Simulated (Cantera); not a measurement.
Mixture: 5.50 % CH4, 0.170 % CO, 18.5 % O2, 69.3 % N2, 6.60 % CO2, equivalence ratio 0.60, at 1.48 atm, adiabatic and at constant pressure. Ignition delay is the time to a rise of 400 K.

Model: GRI-Mech 3.0 (53 species, 325 reactions), integrated in Cantera.

At T0 = 1448 K, what is the delay, and which 7 reactions control it most (d ln τ / d ln k, from doubling and halving each rate constant)?

The delay is 1.33 ms.
| reaction | d ln τ / d ln k | faster rate |
|---|---|---|
| CH3 + O2 <=> CH3O + O | -0.49 | shortens it |
| 2 CH3 (+M) <=> C2H6 (+M) | 0.42 | lengthens it |
| H + O2 <=> O + OH | -0.36 | shortens it |
| CH4 + H <=> CH3 + H2 | 0.27 | lengthens it |
| CH3 + HO2 <=> CH3O + OH | -0.22 | shortens it |
| CH3 + O2 <=> CH2O + OH | -0.21 | shortens it |
| CH4 + OH <=> CH3 + H2O | 0.14 | lengthens it |
